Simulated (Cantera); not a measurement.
**Diamond growth**

A diamond (100) surface in a fixed gas of H2 with x(CH4) = 0.014, x(H) = 0.011, x(CH3) = 0.00078, at 1100 K; coverages are run to steady state.

Computed with Cantera and the Harris–Goodwin 1993 mechanism for the reconstructed diamond (100) surface.

```csv
P (Pa),growth (µm/h),θ c6HH,θ c6H*,θ c6*H,θ c6**,θ c6HM
500,1.21,0.505,0.0275,0.435,0.0178,0.00951
970,3.23,0.502,0.0273,0.433,0.0177,0.0136
1900,8.01,0.499,0.0272,0.430,0.0176,0.0175
3600,17.5,0.497,0.0271,0.428,0.0175,0.0204
6900,36.7,0.495,0.0271,0.426,0.0174,0.0223
13000,72.6,0.494,0.0272,0.425,0.0174,0.0235
26000,150,0.494,0.0274,0.425,0.0175,0.0243
50000,293,0.493,0.0279,0.424,0.0176,0.0247
```
θ: site fractions in the mechanism's names (c6HH fully hydrogenated, c6H* and c6*H radical sites, c6** diradical, c6HM methylated).
